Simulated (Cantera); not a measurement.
A freely propagating, adiabatic, planar premixed flame of CH₄ : C₂H₆ : O₂ : N₂ = 1 : 0.2 : 2.08 : 7.81 (molar parts), unburnt at 375 K and 13300 Pa; mixture-averaged transport, grid criteria slope 0.08 and curve 0.16, no radiation.

Model: GRI-Mech 3.0 (53 species, 325 reactions), integrated in Cantera. Burning velocities carry a grid error of a few per cent, more on coarse grids.

x: mole fraction of selected species; z is measured from the peak of heat release.

```
z (mm)  T (K)  u (m/s)    x CH₄   x C₂H₆     x O₂    x CO₂    x NO₂  x N₂O
------  -----  -------  -------  -------  -------  -------  -------  -----
-7.43     375    0.663   0.0900   0.0180    0.187  2.14e-8    <1e-8  <1e-8
-4.95     376    0.667   0.0897   0.0180    0.187  8.71e-7    <1e-8  <1e-8
-3.71     384    0.684   0.0888   0.0179    0.185  1.09e-5    <1e-8  <1e-8
-2.48     ___    0.844   0.0840   0.0173    0.178      ___      ___  <1e-8
-1.24     963     1.79   0.0586   0.0125    0.137  0.00433  3.62e-8  <1e-8
-0.619   1382     2.62   0.0332  0.00494   0.0926   0.0108  1.60e-8  <1e-8
0         ___     3.34      ___      ___      ___      ___    <1e-8  <1e-8
0.619    1902     3.66  0.00119  2.23e-6   0.0179   0.0312    <1e-8  <1e-8
1.24     1944     3.73  9.04e-5    <1e-8  0.00738   0.0398    <1e-8  <1e-8
2.48     1960     3.75  4.46e-7    <1e-8  0.00284   0.0491    <1e-8  <1e-8
4.95     1970     3.76    <1e-8    <1e-8  0.00212   0.0534    <1e-8  <1e-8
9.91     1982     3.78    <1e-8    <1e-8  0.00188   0.0541    <1e-8  <1e-8
19.8     2001     3.81    <1e-8    <1e-8  0.00156   0.0541    <1e-8  <1e-8
```

### Question
Fill in the missing entries.

### Answer

- -2.48, T (K): 468
- -2.48, x CO₂: 0.000275
- -2.48, x NO₂: 7.44e-8
- 0, T (K): 1739
- 0, x CH₄: 0.00955
- 0, x C₂H₆: 0.000305
- 0, x O₂: 0.0454
- 0, x CO₂: 0.0207
